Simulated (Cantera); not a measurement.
A closed system holds: 1 mol CuO, 15 mol CO, equilibrated at 1 atm.

Cantera equilibrium calculation (NASA polynomials, part measured and part estimated; ideal gas, pure solids and liquids). Candidate condensed phases: C, Cu, CuO, Cu2O; 15 gas species. Equilibrium is a limit: real reactors are often held back by kinetics, nucleation or transport.

Which condensed phases are stable at each of these points (T (K)): 823, 923, 1023, 1123, 1223, 1323, 1423, 1523, 1623, 1723, 1823, 1923, 2023?


```tsv
T (K)	condensed phases	Cu condensed (%)
823	C(graphite) + Cu(s)	100.0
923	C(graphite) + Cu(s)	100.0
1023	C(graphite) + Cu(s)	100.0
1123	Cu(s)	100.0
1223	Cu(s)	100.0
1323	Cu(s)	100.0
1423	Cu(l)	100.0
1523	Cu(l)	100.0
1623	Cu(l)	99.9
1723	Cu(l)	99.7
1823	Cu(l)	99.0
1923	Cu(l)	97.0
2023	Cu(l)	92.0
```

From 823 K to 1023 K the condensed part is C(graphite) + Cu(s). From 1123 K to 1323 K the condensed part is Cu(s). From 1423 K to 2023 K the condensed part is Cu(l).
